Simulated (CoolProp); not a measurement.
The numbers come from the reference Helmholtz-energy equation of state, Setzmann 1991 in CoolProp.

Task: Give the vapour pressure (kPa), liquid density (kg/m³), vapour Z, liquid viscosity (µPa s) of saturated methane at 138.3, 142.7, 160.3 K.

Result: 
```csv
T (K),p (kPa),liquid density (kg/m³),vapour Z,liquid viscosity (µPa s)
138.3,587,380,0.878,70.1
142.7,735,372,0.858,65.0
160.3,1610,336,0.754,47.8
```

Viscosity comes from a separate model (Quiñones-Cisneros 2006).
